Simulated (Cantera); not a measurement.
Input (Python, Cantera) and output of one run.

```python
import numpy as np
import cantera as ct

gas_names = """
    F F2 FS2F,fluorodisu N NF NF2 NF3 N2 S SF SF2 SF3 SF4 SF5 SF6 SN S2 S2F2,thiothiony S8 Si SiF SiF2
    SiF3 SiF4 SiN SiS Si2 Si2N Si3
""".split()
cond_names = """
    S(cr1) S(cr2) S(L) Si(cr) Si(L) Si3N4(a)
""".split()


def load(file, names, dense=False):
    # The tables refer to 1 bar. Condensed volumes are neglected.
    table = {s.name: s for s in ct.Species.list_from_file(file)}
    out = []
    for n in names:
        d = dict(table[n].input_data)
        d["thermo"] = dict(d["thermo"], **{"reference-pressure": 1e5})
        if dense:
            d["equation-of-state"] = {"model": "constant-volume", "density": "1e6 g/cm^3"}
        out.append(ct.Species.from_dict(d))
    return out


gas = ct.Solution(thermo="ideal-gas", species=load("nasa_gas.yaml", gas_names))
cond = {s.name: ct.Solution(thermo="fixed-stoichiometry", species=[s], name=s.name)
        for s in load("nasa_condensed.yaml", cond_names, dense=True)}
atoms = {
    'Si': {'Si': 1},
    'SF6': {'S': 1, 'F': 6},
    'N2': {'N': 2},
}
top_T = {'Si3N4(a)': 2400}  # K; cautious upper limits of use, not melting points


def equilibrate(T, P, feed):
    n = {}
    for name, mol in feed.items():
        for a, k in atoms[name].items():
            n[a] = n.get(a, 0.0) + k * mol
    gas.TPX = T, P, n
    mass = sum(n.values()) * gas.mean_molecular_weight
    gas.equilibrate("TP")
    valid = [c for c in cond.values() if c.min_temp <= T <= top_T.get(c.name, c.max_temp)]
    mix = ct.Mixture([(gas, mass / gas.mean_molecular_weight)] + [(c, 0.0) for c in valid])
    mix.T, mix.P = T, P
    mix.equilibrate("TP", solver="vcs", rtol=1e-11, max_steps=5000)
    return mix


results = []
feed = {'Si': 1, 'SF6': 3.9, 'N2': 5.9}  # mol
T = 1475  # K
P = 2  # Pa
mix = equilibrate(T, P, feed)
results.append((T, P, feed, dict(zip(mix.species_names, mix.species_moles))))
x = sorted(zip(gas.X, gas.species_names), reverse=True)
print(f"T = {T:g} K  P = {P:g} Pa  gas = {mix.phase_moles(0):.4g} mol")
print("   x: " + "  ".join(f"{s} {v:.3e}" for v, s in x if v > 0.001))
print("   condensed (mol): " + ("  ".join(f"{mix.phase(i).name} {mix.phase_moles(i):.4g}"
      for i in range(1, mix.n_phases) if mix.phase_moles(i) > 1e-12) or "none"))
```

Output:

```
T = 1475 K  P = 2 Pa  gas = 22.36 mol
   x: F 5.177e-01  N2 2.639e-01  SF2 1.663e-01  SiF4 4.473e-02  SF3 3.561e-03  SF 2.111e-03
   condensed (mol): none
```

Equilibrium computed with Cantera from the NASA thermochemical tables; the gas is ideal and each condensed phase is pure. The tables' values for SF3, S2F2 (SSF2) are old estimates; treat these amounts as uncertain.
